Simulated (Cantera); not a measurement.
A Cantera script and its output.

```python
import numpy as np
import cantera as ct

gas = ct.Solution("h2o2.yaml")
gas.TPX = 550, 1000000, {'H2': 0.79, 'O2': 0.862, 'N2': 3.24}
flame = ct.FreeFlame(gas, width=0.008)
flame.set_refine_criteria(ratio=3, slope=0.08, curve=0.16)
flame.transport_model = "mixture-averaged"
flame.solve(loglevel=0, auto=True)
z, T = flame.grid, flame.T
thick = (T[-1] - T[0]) / np.gradient(T, z).max()
show = ['H2', 'O2', 'H2O', 'H2O2', 'H', 'OH']
print(f"laminar burning velocity  {flame.velocity[0] * 100:.3f} cm/s")
print(f"burnt temperature         {T[-1]:.1f} K")
print(f"thermal thickness         {thick * 1e3:.4f} mm")
print(f"grid points               {len(z)}")
z0 = z[flame.heat_release_rate.argmax()]
print(f"{'z/mm':>9s}{'T/K':>9s}{'u/(m/s)':>9s}" + "".join(f"{s:>11s}" for s in show))
rows = []
for k in (-3, -2, -1.5, -1, -0.5, -0.25, 0, 0.25, 0.5, 1, 2, 4, 8):
    zz = z0 + k * thick
    rows.append([k * thick, np.interp(zz, z, T), np.interp(zz, z, flame.velocity),
                 *(np.interp(zz, z, flame.X[gas.species_index(s)]) for s in show)])
    print(f"{rows[-1][0] * 1e3:9.3f}{rows[-1][1]:9.1f}{rows[-1][2]:9.3f}" + "".join(f"{x:11.3e}" for x in rows[-1][3:]))
```

It prints:

```
laminar burning velocity  30.169 cm/s
burnt temperature         1725.5 K
thermal thickness         0.0871 mm
grid points               106
     z/mm      T/K  u/(m/s)         H2         O2        H2O       H2O2          H         OH
   -0.261    553.9    0.299  1.479e-01  1.789e-01  4.940e-04  8.529e-07  1.992e-16  1.940e-18
   -0.174    571.4    0.303  1.297e-01  1.817e-01  3.229e-03  7.355e-06  3.442e-15  4.408e-16
   -0.131    604.4    0.316  1.122e-01  1.831e-01  8.827e-03  2.361e-05  3.726e-14  2.456e-14
   -0.087    704.4    0.361  8.512e-02  1.810e-01  2.587e-02  8.431e-05  5.246e-12  1.397e-11
   -0.044    992.9    0.500  4.826e-02  1.641e-01  7.058e-02  2.611e-04  2.389e-07  3.903e-07
   -0.022   1255.0    0.630  2.808e-02  1.449e-01  1.072e-01  2.279e-04  3.310e-05  6.556e-05
    0.000   1520.4    0.764  1.105e-02  1.231e-01  1.436e-01  1.278e-05  2.062e-04  7.535e-04
    0.022   1653.8    0.832  3.275e-03  1.119e-01  1.611e-01  2.924e-06  1.558e-04  1.483e-03
    0.044   1698.5    0.854  1.061e-03  1.089e-01  1.665e-01  1.621e-06  5.515e-05  1.397e-03
    0.087   1719.2    0.865  1.913e-04  1.080e-01  1.688e-01  6.586e-07  6.958e-06  8.542e-04
    0.174   1724.4    0.867  2.416e-05  1.080e-01  1.694e-01  2.297e-07  6.181e-07  4.376e-04
    0.348   1725.4    0.868  5.370e-06  1.080e-01  1.695e-01  1.262e-07  1.519e-07  2.893e-04
    0.697   1725.5    0.868  4.325e-06  1.081e-01  1.695e-01  1.151e-07  1.243e-07  2.692e-04
```

Model: the H2/O2 subset of GRI-Mech 3.0, which has no nitrogen chemistry, integrated in Cantera. The hydrogen kinetics of GRI-Mech 3.0 are dated; newer H2 mechanisms differ, most at raised pressure. Burning velocities carry a grid error of a few per cent, more on coarse grids. Lean hydrogen flames are cellular in practice and burn faster than this planar one.
